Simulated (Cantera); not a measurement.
Feed: 1 mol BaF2, 18 mol H2O, 6.8 mol N2, equilibrated at 1.00 bar.

Cantera equilibrium calculation (NASA polynomials, part measured and part estimated; ideal gas, pure solids and liquids). Candidate condensed phases: Ba, BaF2, BaO, Ba(OH)2, H2O; 45 gas species. Mutual solubility and eutectic melting of coexisting phases are not modelled. Rates play no part.

Question: Which condensed phases are stable at each of these points (T (°C)): 950, 1000, 1050, 1100, 1150, 1200, 1250, 1300, 1350, 1400, 1450, 1500?

Answer: 
```json
[
 {"T (°C)": "950", "condensed phases": "BaF2(s) + Ba(OH)2(l)", "Ba condensed (%)": "99.9"},
 {"T (°C)": "1000", "condensed phases": "BaF2(s)", "Ba condensed (%)": "99.9"},
 {"T (°C)": "1050", "condensed phases": "BaF2(s)", "Ba condensed (%)": "99.7"},
 {"T (°C)": "1100", "condensed phases": "BaF2(s)", "Ba condensed (%)": "99.5"},
 {"T (°C)": "1150", "condensed phases": "BaF2(s)", "Ba condensed (%)": "99.2"},
 {"T (°C)": "1200", "condensed phases": "BaF2(s)", "Ba condensed (%)": "98.7"},
 {"T (°C)": "1250", "condensed phases": "BaF2(s)", "Ba condensed (%)": "98.0"},
 {"T (°C)": "1300", "condensed phases": "BaF2(s)", "Ba condensed (%)": "96.9"},
 {"T (°C)": "1350", "condensed phases": "BaF2(s)", "Ba condensed (%)": "95.2"},
 {"T (°C)": "1400", "condensed phases": "BaF2(l)", "Ba condensed (%)": "92.9"},
 {"T (°C)": "1450", "condensed phases": "BaF2(l)", "Ba condensed (%)": "89.4"},
 {"T (°C)": "1500", "condensed phases": "BaF2(l)", "Ba condensed (%)": "84.4"}
]
```

At 950 °C the condensed part is BaF2(s) + Ba(OH)2(l). From 1000 °C to 1350 °C the condensed part is BaF2(s). From 1400 °C to 1500 °C the condensed part is BaF2(l).
